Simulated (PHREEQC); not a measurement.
Dissolve 0.0162 mol HF, 0.003 mol (CH3)4NF and 0.099 mol H2SiF6 per kg of water at 25 °C. Closed to the air; pH follows from the charge balance.

Equilibrium calculation in PHREEQC: ion-association model, phreeqc.dat.

Question: The ionic strength comes out as 0.297 mol/kgw. What activity coefficients do H+, SiF6-2, F-, HF2- get?

Answer: H+ 0.78, SiF6-2 0.26, F- 0.67, HF2- 0.73.

Precipitation was switched off in this run. Complexes and solids missing from the database can't appear. (CH3)4N+ isn't in the database: it is added as a free cation with an ion size of 4 Å. SiF6-2 is the database's only silicon fluoride.
